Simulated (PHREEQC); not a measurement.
Buffer

Dissolve 0.021 mol H3PO4 and 0.00053 mol KOH per kg of water at 8.4 °C. Closed to the air; pH follows from the charge balance.

Computed with PHREEQC (ion-association model, phreeqc.dat).

Precipitation was switched off in this run.

### Question
Predict the pH, ionic strength, specific conductance.

### Answer
pH 2.04; ionic strength 0.0106 mol/kgw; specific conductance 2350 µS/cm.

### Question
In which forms is P present?

### Answer
H2PO4- 50 %, H3PO4 50 % of the P.

Species that the database lacks are ignored. Constants without temperature data keep their 25 °C values here.
